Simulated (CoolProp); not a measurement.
Saturation properties of CF4 (R14).

The numbers come from the reference Helmholtz-energy equation of state, Platzer 1990 in CoolProp. This equation is an older, rougher fit; its heat capacities, sound speeds and derivatives of the liquid may be far off and weren't checked against measurements.

```json
[
 {"T (K)": "181.8", "p (bar)": "7.603", "liquid density (kg/m³)": "1384", "vapour Z": "0.8433", "liquid viscosity (µPa s)": "130"},
 {"T (K)": "186.6", "p (bar)": "9.301", "liquid density (kg/m³)": "1351", "vapour Z": "0.8182", "liquid viscosity (µPa s)": "121"},
 {"T (K)": "191.3", "p (bar)": "11.22", "liquid density (kg/m³)": "1315", "vapour Z": "0.7910", "liquid viscosity (µPa s)": "112"},
 {"T (K)": "196.1", "p (bar)": "13.47", "liquid density (kg/m³)": "1277", "vapour Z": "0.7603", "liquid viscosity (µPa s)": "104"},
 {"T (K)": "200.9", "p (bar)": "16.03", "liquid density (kg/m³)": "1235", "vapour Z": "0.7262", "liquid viscosity (µPa s)": "96.3"},
 {"T (K)": "205.7", "p (bar)": "18.94", "liquid density (kg/m³)": "1189", "vapour Z": "0.6880", "liquid viscosity (µPa s)": "88.6"},
 {"T (K)": "210.5", "p (bar)": "22.23", "liquid density (kg/m³)": "1137", "vapour Z": "0.6443", "liquid viscosity (µPa s)": "80.8"},
 {"T (K)": "215.2", "p (bar)": "25.85", "liquid density (kg/m³)": "1076", "vapour Z": "0.5941", "liquid viscosity (µPa s)": "72.8"},
 {"T (K)": "220", "p (bar)": "30.02", "liquid density (kg/m³)": "998.5", "vapour Z": "0.5302", "liquid viscosity (µPa s)": "63.8"}
]
```

It boils at 145.1 K under 1 atm.

Viscosity comes from a separate model (Huber 2003), an estimate that may be off by 10 % or more.
